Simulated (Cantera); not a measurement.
Cantera run:

```python
import numpy as np
import cantera as ct

gas_names = """
    H HNO HNO2 HNO3 HO2 H2 H2O H2O2 N NH NH2 NH3 NH2OH NO NO2 NO3 N2 N2H2 N2H4 N2O O OH O2 O3 Si SiH
    SiH2 SiH3 SiH4 SiN SiO SiO2 Si2 Si2N Si3
""".split()
cond_names = """
    H2O(s) H2O(L) Si(cr) Si(L) SiO2(Lqz) SiO2(hqz) SiO2(L) Si2N2O(s) Si3N4(a)
""".split()


# ... load() reads the species with a 1 bar reference pressure and builds the phases ...
atoms = {
    'Si': {'Si': 1},
    'NH3': {'N': 1, 'H': 3},
    'H2': {'H': 2},
    'O2': {'O': 2},
}
top_T = {'Si2N2O(s)': 2100, 'Si3N4(a)': 2400}  # K; cautious upper limits of use, not melting points


# ... equilibrate(T, P, feed) seeds the gas with the atoms and calls Mixture.equilibrate('TP', solver="vcs", rtol=1e-11, max_steps=5000) ...
results = []
feed = {'Si': 1, 'NH3': 12, 'H2': 13, 'O2': 0.023}  # mol
T = 1673.15  # K
for P in [10, 61, 370, 2200, 13000, 82000, 500000, 3000000]:
    mix = equilibrate(T, P, feed)
    results.append((T, P, feed, dict(zip(mix.species_names, mix.species_moles))))

top = {s: max(r[3][s] / sum(r[3][g] for g in gas_names) for r in results) for s in gas_names}
cols = sorted((s for s in top if top[s] > 0.001), key=lambda s: -top[s])[:5]
seen = [c for c in cond_names if any(r[3].get(c, 0) > 1e-12 for r in results)]
print("log10 of partial pressures in bar; condensed amounts in mol")
print(f"{'P/Pa':>10s}" + "".join(f"{s[:9]:>10s}" for s in cols + seen))
for T, P, feed, n in results:
    ng = sum(n[g] for g in gas_names)
    print(f"{P:10.4g}" + "".join(f"{np.log10(max(n[s] / ng * P / 1e5, 1e-99)):10.3f}" for s in cols)
          + "".join(f"{n.get(c, 0):10.4g}" for c in seen))
```

Output:

```
log10 of partial pressures in bar; condensed amounts in mol
      P/Pa        H2        N2         H        Si       SiO    Si(cr) Si2N2O(s)  Si3N4(a)
        10    -4.084    -4.795    -5.985    -6.378    -6.910     0.791         0         0
        61    -3.294    -4.007    -5.590    -6.378    -6.122    0.9261         0         0
       370    -2.510    -3.223    -5.198    -6.378    -5.338    0.9487         0         0
      2200    -1.728    -2.489    -4.807    -6.719    -4.599         0  0.004354    0.3164
   1.3e+04    -0.955    -1.718    -4.421    -7.233    -4.856         0    0.0421    0.3039
   8.2e+04    -0.155    -0.918    -4.021    -7.766    -5.123         0   0.04565    0.3028
     5e+05     0.630    -0.133    -3.628    -8.290    -5.385         0   0.04595    0.3027
     3e+06     1.408     0.645    -3.239    -8.808    -5.644         0   0.04596    0.3027
```

Method: chemical equilibrium by Gibbs-energy minimisation in Cantera with the NASA 1993 tables (ideal gas, pure condensed phases). Mutual solubility and eutectic melting of coexisting phases are not modelled. The tables' values for SiN are old estimates; treat these amounts as uncertain.
